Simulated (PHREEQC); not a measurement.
A solution holds 0.031 mol HF, 0.013 mol H2SiF6, 0.22 mol HBF4 and 0.035 mol HNO3 per kg of water, at 50 °C. Closed to the air; pH follows from the charge balance.

All values are PHREEQC results (ion-association model, wateq4f.dat), not measurements.

```yaml
pH: 0.67
ionic_strength: 0.292 mol/kgw
activity_of_water: 0.990
total_alkalinity: -1020 meq/kg
```

```csv
species,molality,activity,log γ
H+,0.279,0.216,-0.110
BF4-,0.215,0.136,-0.199
HF,0.0391,0.0418,0.029
NO3-,0.0350,0.0227,-0.188
SiF6-2,0.0130,0.00319,-0.609
BF3OH-,0.00309,0.00196,-0.199
H3BO3,0.00195,0.00208,0.029
H2F2,0.00166,0.00177,0.029
BF2(OH)2-,0.000245,0.000155,-0.199
F-,0.000121,8.03e-5,-0.177
H4SiO4,2.69e-5,2.88e-5,0.029
HF2-,2.19e-5,1.45e-5,-0.177
BF(OH)3-,1.34e-7,8.48e-8,-0.199
```

This is a speciation only: nothing precipitates in the calculation. Constants without temperature data keep their 25 °C values here. SiF6-2 is the database's only silicon fluoride. Real BF4- forms and hydrolyses slowly; the run takes it at equilibrium.
